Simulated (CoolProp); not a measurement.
A Linde-Hampson liquefier for normal hydrogen: isothermal reversible compression at 290 K from 1 atm to 30 MPa, throttling to 1 atm, return gas leaving the recuperator 2 K below the feed. Each further row changes one setting.

The numbers come from the reference Helmholtz-energy equation of state, Leachman 2009 in CoolProp.

```json
[
 {"case": "as stated", "compression work (kJ/kg of gas)": "7030"},
 {"case": "high pressure 60 MPa", "compression work (kJ/kg of gas)": "8090"},
 {"case": "warm-end temperature 320 K", "compression work (kJ/kg of gas)": "7740"},
 {"case": "warm-end gap 7 K", "compression work (kJ/kg of gas)": "7030"}
]
```
